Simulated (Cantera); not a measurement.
# Dilute partial oxidation

An isothermal, constant-pressure homogeneous reactor starts with CH4 : O2 : N2 = 0.0091 : 0.005 : 1 (molar parts), at 1575 K and 1280 Torr.

Model: GRI-Mech 3.0 (53 species, 325 reactions), integrated in Cantera.

```json
[
 {"t (s)": "0.000700", "x CH4": "0.00894", "x O2": "0.00492", "x N2O": "1.01e-10", "x CH2CO": "3.20e-10", "x CO2": "4.70e-8"},
 {"t (s)": "0.00197", "x CH4": "0.00882", "x O2": "0.00490", "x N2O": "3.63e-10", "x CH2CO": "3.02e-8", "x CO2": "6.81e-7"},
 {"t (s)": "0.00552", "x CH4": "0.00801", "x O2": "0.00464", "x N2O": "1.98e-9", "x CH2CO": "2.53e-6", "x CO2": "1.09e-5"},
 {"t (s)": "0.0155", "x CH4": "0.00320", "x O2": "0.00173", "x N2O": "7.43e-9", "x CH2CO": "3.04e-5", "x CO2": "0.000202"},
 {"t (s)": "0.0435", "x CH4": "0.00168", "x O2": "0.000107", "x N2O": "4.84e-10", "x CH2CO": "3.21e-6", "x CO2": "0.000363"},
 {"t (s)": "0.122", "x CH4": "0.00145", "x O2": "5.64e-6", "x N2O": "1.52e-11", "x CH2CO": "4.04e-7", "x CO2": "0.000428"},
 {"t (s)": "0.343", "x CH4": "0.00112", "x O2": "4.62e-9", "x N2O": "<1e-12", "x CH2CO": "2.78e-7", "x CO2": "0.000525"},
 {"t (s)": "0.965", "x CH4": "0.000721", "x O2": "1.31e-12", "x N2O": "<1e-12", "x CH2CO": "2.72e-7", "x CO2": "0.000620"},
 {"t (s)": "2.71", "x CH4": "0.000454", "x O2": "1.06e-12", "x N2O": "<1e-12", "x CH2CO": "2.40e-7", "x CO2": "0.000616"},
 {"t (s)": "7.61", "x CH4": "0.000352", "x O2": "<1e-12", "x N2O": "<1e-12", "x CH2CO": "1.63e-7", "x CO2": "0.000567"},
 {"t (s)": "21.4", "x CH4": "0.000263", "x O2": "<1e-12", "x N2O": "<1e-12", "x CH2CO": "7.74e-8", "x CO2": "0.000463"},
 {"t (s)": "60.0", "x CH4": "0.000158", "x O2": "<1e-12", "x N2O": "<1e-12", "x CH2CO": "2.48e-8", "x CO2": "0.000319"}
]
```
x: mole fraction; the columns are a selection and need not sum to one.

Equilibrium at this temperature and pressure: CH4 3.02e-10, O2 <1e-12, N2O <1e-12, CH2CO <1e-12, CO2 0.000132 (gas phase only).
